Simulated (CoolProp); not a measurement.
Vapour-liquid equilibrium of R125 (1) + dimethyl ether (2) at 221.4 K; x and y are mole fractions of (1).

Model: multi-fluid Helmholtz-energy mixture model, Lemmon 2005 and Wu 2011; pair parameters Bell 2016, in CoolProp.

| x | bubble pressure (bar) | y at the bubble point | dew pressure at overall composition x (bar) | liquid density (mol/L) |
|---|---|---|---|---|
| 0.05 | 0.2729 | 0.078 | ? | 16.53 |
| 0.2 | 0.3041 | 0.314 | 0.2874 | 15.91 |
| 0.35 | 0.3529 | 0.542 | 0.3103 | 15.30 |
| 0.5 | 0.4274 | 0.736 | 0.3418 | ? |
| 0.65 | 0.5331 | 0.874 | 0.3883 | ? |
| 0.8 | 0.6650 | 0.955 | 0.4668 | 13.54 |
| 0.95 | ? | 0.993 | 0.6534 | 12.93 |

**Question.** Complete the blanks.

**Answer.** 
- 0.05, dew pressure at overall composition x (bar): 0.2699
- 0.5, liquid density (mol/L): 14.71
- 0.65, liquid density (mol/L): 14.13
- 0.95, bubble pressure (bar): 0.8024

No azeotrope shows between x = 0.05 and 0.95.

Pair parameters are fitted to limited data, so mixtures are less certain than the pure fluids.
